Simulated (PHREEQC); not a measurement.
Solution A (0.003 mol HF, 7.3e-05 mol NH4F, 5.3e-05 mol H4SiO4 and 0.03 mol H2SO4 per kg of water) is mixed with solution B (0.0081 mol/kgw HCl and 0.00035 mol/kgw MnSO4) at 20 °C; shares are by mass of water, 1 kg in all. The system is closed to oxygen. CO2 from the air is kept out. Only these solids could form: SiO2(a), Pyrochroite.

The numbers come from PHREEQC with the ion-association model, phreeqc.dat.

```
share of solution B    pH  Mn+2 (mol/kgw)  HF (mol/kgw)  H4SiO4 (mol/kgw)  HSO4- (mol/kgw)  SO4-2 (mol/kgw)
-------------------  ----  --------------  ------------  ----------------  ---------------  ---------------
0                    1.46               0       0.00290           3.74e-5           0.0189           0.0111
0.1                  1.49         2.54e-5       0.00263           3.78e-5           0.0167           0.0103
0.25                 1.54         6.43e-5       0.00221           3.57e-5           0.0134          0.00912
0.4                  1.60        0.000105       0.00177           3.06e-5           0.0103          0.00781
0.5                  1.65        0.000133       0.00148           2.61e-5          0.00827          0.00686
0.6                  1.70        0.000163       0.00118           2.11e-5          0.00634          0.00583
0.75                 1.81        0.000213      0.000728           1.32e-5          0.00364          0.00408
0.9                  1.97        0.000275      0.000285           5.30e-6          0.00131          0.00197
1                    2.14        0.000337             0                 0         0.000111         0.000233
```

SiF6-2 is the database's only silicon fluoride.
